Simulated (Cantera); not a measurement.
An isothermal plug-flow reactor at 450 K and 2.47 atm (inlet), inlet velocity 3 m/s, active area per volume 160 1/m; feed H2 : O2 : N2 = 0.023 : 0.19 : 0.79 (molar parts).

Cantera simulation using Deutschmann's 1995 Pt surface mechanism with GRI-Mech 3.0 gas chemistry; the numbers are that mechanism's predictions, not measurements. Catalytic surfaces can have several steady states; this one follows from the mechanism file's or the stated starting coverage. Mass transfer to the wall is taken as infinitely fast.

**Question.** What does this change do: temperature 450 to 548 K?

**Answer.** 
```
quantity                 before    after
----------------------  -------  -------
x(H2) at z = 0.035 m    0.00248  0.00202
x(O2) at z = 0.035 m      0.181    0.181
x(H2O) at z = 0.035 m    0.0207   0.0212
θ(free Pt) at the exit   0.0187   0.0173
θ(O*) at the exit         0.902    0.961
θ(OH*) at the exit       0.0788   0.0218
```

**Question.** What does this change do: pressure from 2.47 atm to 0.987 atm?

**Answer.** 
| quantity | before | after |
|---|---|---|
| x(H2) at z = 0.035 m | 0.00248 | 0.00248 |
| x(O2) at z = 0.035 m | 0.181 | 0.181 |
| x(H2O) at z = 0.035 m | 0.0207 | 0.0207 |
| θ(free Pt) at the exit | 0.0187 | 0.0187 |
| θ(O*) at the exit | 0.902 | 0.930 |
| θ(OH*) at the exit | 0.0788 | 0.0506 |
